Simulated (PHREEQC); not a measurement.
Dissolve 0.033 mol CdCl2, 0.0045 mol KCl and 0.18 mol FeSO4 per kg of water at 25 °C. Closed to the air; pH follows from the charge balance.

The numbers come from PHREEQC with the ion-association model, phreeqc.dat.

Each row changes one thing in this solution. This is a speciation only: nothing precipitates in the calculation.

```
case                                                pH  ionic strength (mol/kgw)  Fe+2 (mol/kgw)  SO4-2 (mol/kgw)  FeSO4 (mol/kgw)  Cl- (mol/kgw)  SI of Melanterite (FeSO4:7H2O)  SI of Sylvite (KCl)
------------------------------------------------  ----  ------------------------  --------------  ---------------  ---------------  -------------  ------------------------------  -------------------
as made                                           5.73                     0.430           0.102           0.0812           0.0760         0.0570                           -1.14                -4.90
temperature from 25 to 15 °C                      5.85                     0.452           0.108           0.0858           0.0702         0.0573                           -0.96                -4.84
temperature from 25 to 40 °C                      5.58                     0.402          0.0947           0.0751           0.0836         0.0565                           -1.37                -4.99
FeSO4 from 0.18 to 0.018 mol/kgw                  5.66                     0.104          0.0141          0.00983          0.00351         0.0491                           -2.49                -4.80
CdCl2 replaced by (CH3)4NCl at the same molality  5.82                     0.417          0.0945           0.0951           0.0844         0.0364                           -1.09                -5.10
```

Constants without temperature data keep their 25 °C values here.
